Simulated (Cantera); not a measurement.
Iron carbonyl, mercury and lead vapours: HgO + H2 + N2

Feed: 1 mol HgO, 0.045 mol H2, 21 mol N2, held at 973.15 K and 0.190 bar.

Method: chemical equilibrium by Gibbs-energy minimisation in Cantera with the NASA 1993 tables (ideal gas, pure condensed phases). Candidate condensed phases: H2O, Hg, HgO; 25 gas species. Equilibrium is a limit: real reactors are often held back by kinetics, nucleation or transport.

```json
{
 "x(N2)": "0.932",
 "x(Hg)": "0.0444",
 "x(O2)": "0.0212",
 "x(H2O)": "0.00200",
 "x(NO)": "7.98e-6",
 "gas_amount": "22.52 mol",
 "log10 activity of Hg(l) (absent)": "-3.78"
}
```
